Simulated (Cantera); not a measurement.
Input: 1 mol SiCl4, 0.93 mol Cl2, 0.24 mol H2, held at 625 K and 0.300 bar.

Equilibrium computed with Cantera from the NASA thermochemical tables; the gas is ideal and each condensed phase is pure. Candidate condensed phases: Si; 19 gas species. Rates play no part.

Question: What is the equilibrium state?

Answer: 
```json
{
  "x(SiCl4)": "0.461",
  "x(Cl2)": "0.318",
  "x(HCl)": "0.221",
  "gas_amount": "2.170 mol",
  "log10 activity of Si(s) (absent)": "-47.25"
}
```
